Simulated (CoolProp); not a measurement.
A single-stage vapour-compression cycle with the fluid: evaporating at 220.15 K (dew point), condensing at 278.15 K (bubble point), superheat 5 K, subcooling 8 K, compressor efficiency 0.85, no pressure losses. The same conditions are run with several fluids, on thermodynamics alone (safety and materials aside).

The numbers come from the reference Helmholtz-energy equation of state of each fluid (CH2F2 (R32): Tillner-Roth 1997; R143a: Lemmon and Jacobsen 2000; propylene: Lemmon 2013; R115: Lemmon 2016; R407C: Lemmon 2003; R22: Kamei 1995) in CoolProp. Blends and air are pseudo-pure fits.

```json
[
 {"fluid": "CH2F2 (R32)", "cooling COP": "2.56", "pressure ratio": "10.1", "discharge temperature (K)": "375.2", "refrigerating effect (kJ/kg)": "305", "volumetric capacity (kJ/m³)": "832"},
 {"fluid": "R143a", "cooling COP": "2.62", "pressure ratio": "9.44", "discharge temperature (K)": "308.8", "refrigerating effect (kJ/kg)": "165", "volumetric capacity (kJ/m³)": "590"},
 {"fluid": "propylene", "cooling COP": "2.68", "pressure ratio": "8.58", "discharge temperature (K)": "320.8", "refrigerating effect (kJ/kg)": "337", "volumetric capacity (kJ/m³)": "614"},
 {"fluid": "R115", "cooling COP": "2.52", "pressure ratio": "9.84", "discharge temperature (K)": "285.2", "refrigerating effect (kJ/kg)": "85.5", "volumetric capacity (kJ/m³)": "378"},
 {"fluid": "R407C", "cooling COP": "2.31", "pressure ratio": "15.7", "discharge temperature (K)": "336.4", "refrigerating effect (kJ/kg)": "188", "volumetric capacity (kJ/m³)": "373"},
 {"fluid": "R22", "cooling COP": "2.67", "pressure ratio": "10.6", "discharge temperature (K)": "343.7", "refrigerating effect (kJ/kg)": "188", "volumetric capacity (kJ/m³)": "490"}
]
```
